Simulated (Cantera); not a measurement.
Charge: 1 mol SiCl₄, 1.1 mol N₂, 19 mol H₂, at 1748 K and 0.00133 bar.

Equilibrium computed with Cantera from the NASA thermochemical tables; the gas is ideal and each condensed phase is pure. Candidate condensed phases: NH₄Cl, Si, Si₃N₄; 28 gas species. The tables' values for SiCl, SiCl₃ are old estimates; treat these amounts as uncertain. Gases not in the tables: Si₂H₆ and higher silanes. The numbers say what is thermodynamically allowed, not how fast it happens.

Base state: H₂ 0.804, HCl 0.0985, N₂ 0.0495, SiCl₂ 0.0402, H 0.00561, Si 0.00109, Cl 0.000530, SiCl 0.000521 (mole fractions); condensed: Si(l).

Q: What changes in the equilibrium state with this change: temperature from 1748 K to 1700 K?

A: 
| species | before | after |
|---|---|---|
| H₂ | 0.804 | 0.807 |
| HCl | 0.0985 | 0.0966 |
| N₂ | 0.0495 | 0.0496 |
| H | 0.00561 | 0.00363 |
| SiCl₂ | 0.0402 | 0.0414 |
| Si | 0.00109 | 0.000509 |
| SiH | 4.76e-5 | 2.58e-5 |
| Si(l), mol | 0.0676 | 0.0596 |

Q: What changes in the equilibrium state with this change: temperature from 1748 K to 2148 K?

A: 
```tsv
species	before	after
H₂	0.804	0.675
HCl	0.0985	0.131
H	0.00561	0.0937
Si	0.00109	0.0290
Cl	0.000530	0.0134
SiCl₂	0.0402	0.00916
N₂	0.0495	0.0456
SiCl₃	0.000103	7.59e-6
Si₂	5.61e-6	7.36e-5
SiN	4.60e-6	4.24e-5
SiH	4.76e-5	0.000427
SiCl	0.000521	0.00259
Si(l), mol	0.0676	0
```
The tables' values for SiCl, SiN are old estimates; treat these amounts as uncertain.
